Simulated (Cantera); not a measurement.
Feed: 1 mol AlCl3, 0.34 mol O2, 11 mol H2, at 0.150 bar.

Method: chemical equilibrium by Gibbs-energy minimisation in Cantera with the NASA 1993 tables (ideal gas, pure condensed phases). Candidate condensed phases: Al, AlCl3, Al2O3, H2O; 29 gas species. The tables' values for AlCl2, AlOH are old estimates; treat these amounts as uncertain. Equilibrium is a limit: real reactors are often held back by kinetics, nucleation or transport.

log p: log10 of the partial pressure in bar; n: condensed amount in mol.

| T (K) | log p H2 | log p HCl | log p AlCl3 | log p AlCl | log p AlCl2 | log p H | n Al2O3(s) |
|---|---|---|---|---|---|---|---|
| 1323 | -0.90 | -1.78 | -2.18 | -5.53 | -4.46 | -6.25 | 0.227 |
| 1423 | -0.90 | -1.77 | -2.18 | -4.61 | -3.91 | -5.63 | 0.227 |
| 1523 | -0.90 | -1.76 | -2.21 | -3.85 | -3.45 | -5.09 | 0.227 |
| 1623 | -0.90 | -1.73 | -2.27 | -3.26 | -3.12 | -4.61 | 0.227 |
| 1723 | -0.91 | -1.69 | -2.39 | -2.86 | -2.92 | -4.19 | 0.226 |
| 1823 | -0.92 | -1.64 | ___ | ___ | -2.83 | ___ | 0.226 |
| 1923 | -0.93 | -1.61 | -2.84 | -2.44 | -2.82 | -3.49 | 0.225 |
| 2023 | -0.93 | -1.58 | ___ | ___ | -2.88 | ___ | 0.223 |
| 2123 | -0.94 | -1.57 | -3.46 | -2.29 | -2.97 | -2.91 | 0.219 |

Q: Some entries are withheld; supply them.

A: 
- 2023, log p AlCl3: -3.14
- 2023, log p AlCl: -2.35
- 2023, log p H: -3.19
- 1823, log p AlCl3: -2.59
- 1823, log p AlCl: -2.60
- 1823, log p H: -3.82
